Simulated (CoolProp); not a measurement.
Computed with CoolProp (reference Helmholtz-energy equation of state, Lemmon 2006). It is a short technical equation, of lower accuracy than the large ones.

Task: Give the vapour pressure (kPa), vapour Z, surface tension (mN/m) of saturated carbonyl sulfide at -34.35, -32.25, -23.85 °C.

Result: 
```json
[
 {"T (°C)": "-34.35", "p (kPa)": "200", "vapour Z": "0.954", "surface tension (mN/m)": "17.9"},
 {"T (°C)": "-32.25", "p (kPa)": "217", "vapour Z": "0.952", "surface tension (mN/m)": "17.5"},
 {"T (°C)": "-23.85", "p (kPa)": "298", "vapour Z": "0.940", "surface tension (mN/m)": "16.0"}
]
```

Surface tension comes from a separate correlation (Mulero 2012).
